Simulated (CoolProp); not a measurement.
The fluid at 298.15 K and 0.0757 MPa flows at 0.16 m/s in a round tube of 10 mm bore and 1.5 µm roughness, fully developed (64/Re and Nu = 3.66 if laminar; Colebrook and Gnielinski if turbulent). The same conditions are run with several fluids, on thermodynamics alone (safety and materials aside).

Computed with CoolProp (reference Helmholtz-energy equation of state of each fluid (R11: Jacobsen 1992; R124: de Vries 1995; oxygen: Schmidt 1985; propylene: Lemmon 2013; propane: Lemmon 2009)).

**Question.** Rank R11, R124, oxygen, propylene, propane by Reynolds number, highest first.

**Answer.** R11 (678), R124 (527), propane (268), propylene (243), oxygen (76.1)

```csv
fluid,Darcy friction factor,pressure drop (Pa/m),heat-transfer coefficient (W/(m² K)),mass flow (kg/h)
R11,0.0945,0.521,3.09,0.195
R124,0.121,0.660,4.81,0.192
oxygen,0.841,1.05,9.64,0.0442
propylene,0.264,0.438,6.27,0.0588
propane,0.239,0.417,6.70,0.0617
```

Transport values come from each fluid's own correlations; those of R11, R124, propylene are estimates that may be off by 10 % or more.
